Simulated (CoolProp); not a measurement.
A simple Rankine cycle with R115: condensing at 289.15 K, boiler at 1.92 MPa, turbine inlet 334.8 K, turbine efficiency 0.9, pump efficiency 0.6, no recuperator. Each further row changes one setting.

Model: reference Helmholtz-energy equation of state, Lemmon 2016, in CoolProp.

| case | thermal efficiency (%) | net work (kJ/kg) | heat in (kJ/kg) | turbine exit temperature (K) | volume ratio over the turbine |
|---|---|---|---|---|---|
| as stated | 8.6 | 10.2 | 120 | 301.1 | 3.13 |
| turbine inlet 354.8 K | 8.6 | (withheld) | (withheld) | (withheld) | 2.93 |
| condensing temperature 281.15 K | 10.1 | 13.0 | 128 | (withheld) | (withheld) |
| boiler pressure 1.34 MPa | 5.9 | 7.65 | 129 | 316.1 | 1.97 |
| turbine efficiency 0.8 | 7.5 | (withheld) | 120 | 302.7 | (withheld) |

Problem. Complete the blanks.

Solution. 
- turbine inlet 354.8 K, net work (kJ/kg): 12.0
- turbine inlet 354.8 K, heat in (kJ/kg): 140
- turbine inlet 354.8 K, turbine exit temperature (K): 324.2
- condensing temperature 281.15 K, turbine exit temperature (K): 295.0
- condensing temperature 281.15 K, volume ratio over the turbine: 3.97
- turbine efficiency 0.8, net work (kJ/kg): 8.93
- turbine efficiency 0.8, volume ratio over the turbine: 3.16
